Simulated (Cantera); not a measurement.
# Hydrogen reduction and annealing atmospheres: Al2O3 + H2

Input: 1 mol Al2O3, 0.55 mol H2, at 13.3 mbar.

Cantera equilibrium calculation (NASA polynomials, part measured and part estimated; ideal gas, pure solids and liquids). Candidate condensed phases: Al, Al2O3, H2O; 19 gas species. The tables' values for AlOH are old estimates; treat these amounts as uncertain. The numbers say what is thermodynamically allowed, not how fast it happens.

```csv
T (K),log p H2,log p H,log p H2O,log p Al,log p Al2O,log p AlOH,log p AlH,log p OH,n Al2O3(s)
800,-1.88,-12.48,<-13,<-13,<-13,<-13,<-13,<-13,1.00
900,-1.88,-10.87,<-13,<-13,<-13,<-13,<-13,<-13,1.00
1000,-1.88,-9.58,-13.14,-13.87,<-13,<-13,-13.46,<-13,1.00
1100,-1.88,-8.53,-11.73,-12.24,<-13,<-13,-12.18,<-13,1.00
1200,-1.88,-7.64,-10.54,-10.92,-12.79,-12.70,-11.15,<-13,1.00
1300,-1.88,-6.89,-9.52,-9.83,-11.45,-11.49,-10.30,<-13,1.00
1400,-1.88,-6.25,-8.64,-8.92,-10.33,-10.46,-9.59,<-13,1.00
1500,-1.88,-5.69,-7.87,-8.13,-9.37,-9.57,-8.99,-13.23,1.00
1600,-1.88,-5.20,-7.19,-7.46,-8.55,-8.80,-8.47,-11.93,1.000
1700,-1.88,-4.77,-6.60,-6.87,-7.83,-8.12,-8.02,-10.78,1.000
1800,-1.88,-4.38,-6.07,-6.35,-7.20,-7.53,-7.63,-9.76,1.000
1900,-1.88,-4.04,-5.60,-5.88,-6.65,-7.00,-7.28,-8.84,1.000
2000,-1.88,-3.73,-5.17,-5.47,-6.15,-6.53,-6.97,-8.02,1.000
2100,-1.89,-3.45,-4.79,-5.10,-5.72,-6.10,-6.69,-7.27,1.000
```
log p: log10 of the partial pressure in bar; n: condensed amount in mol.

From 800 K to 2100 K the condensed part is Al2O3(s).
